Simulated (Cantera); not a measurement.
An isothermal, constant-pressure homogeneous reactor starts with CH4 : H2 : N2 = 0.008 : 1 : 0.0017 (molar parts), at 2375 K and 0.0267 bar. Integrator tolerance rtol = 1e-08.

Computed with Cantera and GRI-Mech 3.0 (53 species, 325 reactions). GRI-Mech 3.0 stops at C3 and has no aromatics, soot or wall deposition, so with more carbon than oxygen in the feed, carbon stays in small species such as C2H2 where larger ones or solid carbon would form. Radical loss at walls, strong at low pressure, is not modelled.

### Question
What does this change do: 0.025 parts H2O added?

### Answer
| quantity | before | after |
|---|---|---|
| x(CH4) at 5.00 s | 3.25e-6 (gas-phase equilibrium 3.02e-6) | 1.37e-12 (gas-phase equilibrium 1.50e-12) |
| x(H2) at 5.00 s | 0.912 (gas-phase equilibrium 0.912) | 0.893 (gas-phase equilibrium 0.893) |
| x(CH3) at 5.00 s | 5.45e-6 (gas-phase equilibrium 5.06e-6) | 2.32e-12 (gas-phase equilibrium 2.53e-12) |
| x(C2H2) at 5.00 s | 0.00373 (gas-phase equilibrium 0.00307) | <1e-12 (gas-phase equilibrium <1e-12) |
| x(C2H6) at 5.00 s | <1e-12 (gas-phase equilibrium <1e-12) | <1e-12 (gas-phase equilibrium <1e-12) |
| x(CH2) at 5.00 s | 7.70e-7 (gas-phase equilibrium 7.15e-7) | <1e-12 (gas-phase equilibrium <1e-12) |
